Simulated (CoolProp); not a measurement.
Properties of isobutane along the isotherm 274.2 K (Tc = 407.8 K, pc = 36.29 bar, ω = 0.184).

Computed with CoolProp (reference Helmholtz-energy equation of state, Bücker 2006).

```json
[
 {"p (bar)": "8.25", "phase": "liquid", "density (kg/m³)": "580.4", "cp (kJ/(kg K))": "2.284", "Joule-Thomson coefficient (K/MPa)": "-0.3455"},
 {"p (bar)": "16.5", "phase": "liquid", "density (kg/m³)": "581.7", "cp (kJ/(kg K))": "2.278", "Joule-Thomson coefficient (K/MPa)": "-0.3517"},
 {"p (bar)": "24.7", "phase": "liquid", "density (kg/m³)": "582.9", "cp (kJ/(kg K))": "2.273", "Joule-Thomson coefficient (K/MPa)": "-0.3576"},
 {"p (bar)": "33", "phase": "liquid", "density (kg/m³)": "584.1", "cp (kJ/(kg K))": "2.268", "Joule-Thomson coefficient (K/MPa)": "-0.3632"},
 {"p (bar)": "41.2", "phase": "liquid", "density (kg/m³)": "585.3", "cp (kJ/(kg K))": "2.264", "Joule-Thomson coefficient (K/MPa)": "-0.3686"},
 {"p (bar)": "49.5", "phase": "liquid", "density (kg/m³)": "586.5", "cp (kJ/(kg K))": "…", "Joule-Thomson coefficient (K/MPa)": "…"},
 {"p (bar)": "57.7", "phase": "liquid", "density (kg/m³)": "587.6", "cp (kJ/(kg K))": "2.255", "Joule-Thomson coefficient (K/MPa)": "-0.3786"},
 {"p (bar)": "66", "phase": "liquid", "density (kg/m³)": "588.7", "cp (kJ/(kg K))": "2.251", "Joule-Thomson coefficient (K/MPa)": "-0.3833"},
 {"p (bar)": "74.2", "phase": "liquid", "density (kg/m³)": "589.8", "cp (kJ/(kg K))": "2.247", "Joule-Thomson coefficient (K/MPa)": "…"},
 {"p (bar)": "82.5", "phase": "liquid", "density (kg/m³)": "590.9", "cp (kJ/(kg K))": "2.243", "Joule-Thomson coefficient (K/MPa)": "-0.3920"},
 {"p (bar)": "90.7", "phase": "liquid", "density (kg/m³)": "592.0", "cp (kJ/(kg K))": "2.239", "Joule-Thomson coefficient (K/MPa)": "-0.3961"}
]
```

Problem. Complete the blanks.

Solution. 
- 49.5, cp (kJ/(kg K)): 2.259
- 49.5, Joule-Thomson coefficient (K/MPa): -0.3737
- 74.2, Joule-Thomson coefficient (K/MPa): -0.3877
